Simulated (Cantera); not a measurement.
Charge: 1 mol c-C4F8, 0.064 mol F2, 0.24 mol H2, held at 1300 K and 3.50e-5 bar.

Method: chemical equilibrium by Gibbs-energy minimisation in Cantera with the NASA 1993 tables (ideal gas, pure condensed phases). Candidate condensed phases: C, C6H6, C7H8, C8H18; 95 gas species. The feed counts by its element totals alone. Gases not in the tables: C2F6 and larger saturated fluorocarbons. The numbers say what is thermodynamically allowed, not how fast it happens.

Base state: CF4 0.799, HF 0.201, CF2 0.000204, F 8.27e-5, CF3 2.09e-5 (mole fractions); condensed: C(graphite).

Problem. What changes in the equilibrium state with this change: H2 from 0.24 to 0.55 mol?

Solution. 
```csv
species,before,after
CF4,0.799,0.615
HF,0.201,0.385
CF2,0.000204,0.000179
CF3,2.09e-5,1.72e-5
F,8.27e-5,7.74e-5
"C(graphite), mol",2.09,2.24
```

Problem. What changes in the equilibrium state with this change: temperature from 1300 K to 3300 K?

Solution. 
```json
[
 {"species": "F", "before": "8.27e-5", "after": "0.647"},
 {"species": "C", "before": "<1e-9", "after": "0.307"},
 {"species": "H", "before": "<1e-9", "after": "0.0378"},
 {"species": "CF4", "before": "0.799", "after": "<1e-9"},
 {"species": "HF", "before": "0.201", "after": "0.000632"},
 {"species": "C2", "before": "<1e-9", "after": "0.00438"},
 {"species": "CF", "before": "1.69e-9", "after": "0.00208"},
 {"species": "C3", "before": "<1e-9", "after": "0.000646"},
 {"species": "CF3", "before": "2.09e-5", "after": "<1e-9"},
 {"species": "C(graphite), mol", "before": "2.09", "after": "0"}
]
```
